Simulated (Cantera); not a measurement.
**Low-pressure radical oxidation in H2/O2**

An isothermal, constant-pressure homogeneous reactor starts with H₂ : O₂ : N₂ = 0.17 : 1 : 0.14 (molar parts), equivalence ratio 0.085, at 1425 K and 0.0247 atm.

Cantera simulation using GRI-Mech 3.0 (53 species, 325 reactions); the numbers are that mechanism's predictions, not measurements. Radical loss at walls, strong at low pressure, is not modelled. The temperature is held fixed by assumption; the heat of reaction is taken as removed at once.

```csv
t (s),x H₂,x O₂,x H₂O₂,x HO₂,x OH
3.00e-6,0.130,0.763,2.90e-12,1.83e-8,1.92e-9
7.82e-6,0.130,0.763,1.96e-11,4.77e-8,1.09e-8
2.04e-5,0.130,0.763,1.32e-10,1.24e-7,5.69e-8
5.31e-5,0.130,0.763,8.71e-10,3.24e-7,4.00e-7
0.000138,0.130,0.763,5.58e-9,8.74e-7,1.61e-5
0.000361,0.0343,0.699,3.43e-7,6.20e-6,0.0183
0.000940,0.00503,0.674,2.20e-7,6.58e-6,0.0131
0.00245,0.00449,0.684,2.23e-7,6.60e-6,0.0125
0.00638,0.00330,0.703,2.19e-7,6.44e-6,0.0109
0.0166,0.00152,0.727,1.80e-7,5.26e-6,0.00748
0.0434,0.000365,0.742,9.99e-8,2.64e-6,0.00370
0.113,6.44e-5,0.746,4.10e-8,7.77e-7,0.00156
0.294,1.25e-5,0.747,1.54e-8,2.20e-7,0.000690
0.767,3.04e-6,0.747,6.01e-9,1.12e-7,0.000341
2.00,1.03e-6,0.747,3.05e-9,1.19e-7,0.000198
```
x: mole fraction; the columns are a selection and need not sum to one.

Equilibrium at this temperature and pressure: H₂ 6.73e-7, O₂ 0.747, H₂O₂ 2.49e-9, HO₂ 1.34e-7, OH 0.000161 (gas phase only).
